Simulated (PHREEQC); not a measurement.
1 kg of water holding 0.27 mol/kgw Na2SO4, 0.12 mol/kgw KCl, 0.0061 mol/kgw Na2CO3, 0.093 mol/kgw NaCl and 0.05 mol/kgw NaHCO3 is evaporated at 20 °C; the solids stay in contact with the brine. CO2 is held at log p = -3.4 (atm). The run lets Arcanite, Burkeite, Glaserite, Halite, Kalicinite, Mirabilite, Misenite, Nahcolite, Natron, Sylvite, Thenardite, Trona precipitate or redissolve, and no other solid.

The series has 15 steps of water left (kg), from 1 to 0.05512.

Equilibrium calculation in PHREEQC: Pitzer model, pitzer.dat.

Problem. Which solids form, in which order, and at which step of the series does each first stand?

Solution. Mirabilite from water left = 0.1678 kg (pH 9.60); Glaserite from water left = 0.09579 kg (pH 9.70); Thenardite from water left = 0.05512 kg (pH 9.73).

Species that the database lacks are ignored.
